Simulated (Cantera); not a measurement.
Feed: 1 mol B, a varied amount of N2, 18 mol H2, equilibrated at 13.3 mbar.

Equilibrium computed with Cantera from the NASA thermochemical tables; the gas is ideal and each condensed phase is pure. Candidate condensed phases: B, BN; 15 gas species. Mutual solubility and eutectic melting of coexisting phases are not modelled. Kinetics and transport are ignored.

Q: What condenses at these points (T in °C, n(N2) in mol): (1677, 2.6); (1877, 1.7); (1802, 6.2); (1677, 5.8); (1702, 5.8); (1877, 1.3)?

A: 
```json
[
 {"T (°C)": "1677", "n(N2) in mol": "2.6", "condensed phases": "BN", "B condensed (%)": "99.9"},
 {"T (°C)": "1877", "n(N2) in mol": "1.7", "condensed phases": "B + BN", "B condensed (%)": "97.9"},
 {"T (°C)": "1802", "n(N2) in mol": "6.2", "condensed phases": "BN", "B condensed (%)": "99.5"},
 {"T (°C)": "1677", "n(N2) in mol": "5.8", "condensed phases": "BN", "B condensed (%)": "99.9"},
 {"T (°C)": "1702", "n(N2) in mol": "5.8", "condensed phases": "BN", "B condensed (%)": "99.9"},
 {"T (°C)": "1877", "n(N2) in mol": "1.3", "condensed phases": "B", "B condensed (%)": "97.9"}
]
```
